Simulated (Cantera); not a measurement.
Halide evaporation, hydrolysis and transport: CuF2 + HF + H2

A closed system holds: 1 mol CuF2, 0.15 mol HF, 65 mol H2.

Cantera equilibrium calculation (NASA polynomials, part measured and part estimated; ideal gas, pure solids and liquids). Candidate condensed phases: Cu, CuF2; 15 gas species. Kinetics and transport are ignored.

Stable condensed phases:

```
T in K \ P in Pa
           0.10   0.72    5.2     37    270   1900  14000 100000
   1973       A      A      A      A      A      A      A      B
   1898       A      A      A      A      A      A      B      B
   1823       A      A      A      A      A      A      B      B
   1748       A      A      A      A      A      A      B      B
   1673       A      A      A      A      A      B      B      B
   1598       A      A      A      A      B      B      B      B
   1523       A      A      A      A      B      B      B      B
   1448       A      A      A      B      B      B      B      B
   1373       A      A      A      B      B      B      B      B
   1298       A      A      B      B      B      B      B      B
   1223       A      B      B      B      B      B      B      B
   1148       B      B      B      B      B      B      B      B
   1073       B      B      B      B      B      B      B      B
    998       B      B      B      B      B      B      B      B
```

A: gas only; B: Cu.
